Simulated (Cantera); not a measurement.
**NO annealing gas**

A perfectly stirred reactor is fed with NO : N₂ = 1 : 0.95 (molar parts), at 0.940 bar; it is held at 2200 K, and followed from long to short residence time.

Detailed kinetics in Cantera: GRI-Mech 3.0 (53 species, 325 reactions).

```
τ (s)     x NO     x NO₂     x N₂O   x N₂       x O      x O₂
-------  -----  --------  --------  -----  --------  --------
0.36     0.136  0.000159   8.79e-6  0.675   0.00123     0.187
0.14     0.236  0.000238   2.60e-5  0.625   0.00107     0.137
0.059    0.345  0.000276   5.66e-5  0.571  0.000855    0.0831
0.024    0.433  0.000251   9.20e-5  0.527  0.000634    0.0391
0.0098   0.480  0.000204  0.000115  0.503  0.000476    0.0160
0.0040   0.500  0.000168  0.000124  0.494  0.000385   0.00622
0.0016   0.508  0.000143  0.000124  0.490  0.000328   0.00225
0.00066  0.511  0.000120  0.000114  0.488  0.000275  0.000751
0.00027  0.512   8.58e-5   9.37e-5  0.487  0.000199  0.000190
```
x: mole fraction; the columns are a selection and need not sum to one.
